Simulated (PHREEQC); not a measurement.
## Leach liquor (model solution)

Consider water at 60 °C with 4.7 mmol/kgw HCl and 0.13 mmol/kgw MnSO4. Closed to the air; pH follows from the charge balance.

Computed with PHREEQC (ion-association model, phreeqc.dat).

No solid was allowed to form.

**Question.** Estimate the pH, specific conductance.

**Answer.** pH 2.37; specific conductance 3620 µS/cm.

**Question.** In which forms is Mn present?

**Answer.** Mn+2 97 %, MnCl+ 1.4 %, MnSO4 1.2 % of the Mn.

Species that the database lacks are ignored. Away from 25 °C the constants follow the database's enthalpies or fits; those with neither stay at their 25 °C values.
